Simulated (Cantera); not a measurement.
What does this Cantera script print?

```python
import numpy as np
import cantera as ct

gas = ct.Solution("gri30.yaml")
gas.TPX = 450, 980000, {'C3H8': 1, 'O2': 5.75, 'N2': 18.4, 'H2O': 0.52}
flame = ct.FreeFlame(gas, width=0.0081)
flame.set_refine_criteria(ratio=3, slope=0.08, curve=0.16)
flame.transport_model = "mixture-averaged"
flame.solve(loglevel=0, auto=True)
flame.transport_model = "multicomponent"
flame.soret_enabled = False
flame.solve(loglevel=0, refine_grid=True)
z, T = flame.grid, flame.T
thick = (T[-1] - T[0]) / np.gradient(T, z).max()
show = ['C3H8', 'O2', 'H2O', 'NO', 'CH2', 'OH']
print(f"laminar burning velocity  {flame.velocity[0] * 100:.3f} cm/s")
print(f"burnt temperature         {T[-1]:.1f} K")
print(f"thermal thickness         {thick * 1e3:.4f} mm")
print(f"grid points               {len(z)}")
z0 = z[flame.heat_release_rate.argmax()]
print(f"{'z/mm':>9s}{'T/K':>9s}{'u/(m/s)':>9s}" + "".join(f"{s:>11s}" for s in show))
rows = []
for k in (-3, -2, -1.5, -1, -0.5, -0.25, 0, 0.25, 0.5, 1, 2, 4, 8):
    zz = z0 + k * thick
    rows.append([k * thick, np.interp(zz, z, T), np.interp(zz, z, flame.velocity),
                 *(np.interp(zz, z, flame.X[gas.species_index(s)]) for s in show)])
    print(f"{rows[-1][0] * 1e3:9.3f}{rows[-1][1]:9.1f}{rows[-1][2]:9.3f}" + "".join(f"{x:11.3e}" for x in rows[-1][3:]))
```

Result:

```
laminar burning velocity  53.147 cm/s
burnt temperature         2388.6 K
thermal thickness         0.0477 mm
grid points               158
     z/mm      T/K  u/(m/s)       C3H8         O2        H2O         NO        CH2         OH
   -0.143    450.2    0.532  3.894e-02  2.239e-01  2.029e-02  1.127e-10 -3.168e-19  5.405e-14
   -0.095    452.2    0.535  3.890e-02  2.234e-01  2.063e-02  1.481e-09  2.621e-18  1.373e-11
   -0.072    460.6    0.546  3.884e-02  2.223e-01  2.191e-02  7.871e-09  5.558e-17  5.454e-10
   -0.048    524.5    0.625  3.834e-02  2.154e-01  2.980e-02  7.765e-08  8.652e-14  5.956e-08
   -0.024    926.0    1.129  2.955e-02  1.742e-01  6.822e-02  1.447e-06  7.629e-09  7.912e-06
   -0.012   1356.0    1.694  1.246e-02  1.284e-01  1.045e-01  4.633e-06  1.372e-06  1.279e-04
    0.000   1796.2    2.280  4.166e-04  7.946e-02  1.386e-01  9.808e-06  2.678e-05  1.819e-03
    0.012   2016.3    2.550  2.144e-07  5.348e-02  1.521e-01  1.695e-05  1.119e-05  5.574e-03
    0.024   2117.7    2.660  2.137e-11  4.354e-02  1.557e-01  2.353e-05  7.352e-07  7.272e-03
    0.048   2227.2    2.775  1.143e-17  3.618e-02  1.590e-01  3.343e-05  2.670e-09  7.381e-03
    0.095   2317.4    2.871  1.421e-17  3.145e-02  1.632e-01  4.785e-05  2.707e-12  6.205e-03
    0.191   2369.5    2.925  3.287e-18  2.890e-02  1.660e-01  6.857e-05  1.302e-13  5.012e-03
    0.382   2387.5    2.944  1.932e-18  2.797e-02  1.670e-01  1.019e-04  5.812e-15  4.530e-03
```

Model: GRI-Mech 3.0 (53 species, 325 reactions), integrated in Cantera. GRI-Mech 3.0 was tuned for natural gas; its chemistry of propane as a main component is partial and can be far from experiment. Burning velocities carry a grid error of a few per cent, more on coarse grids.
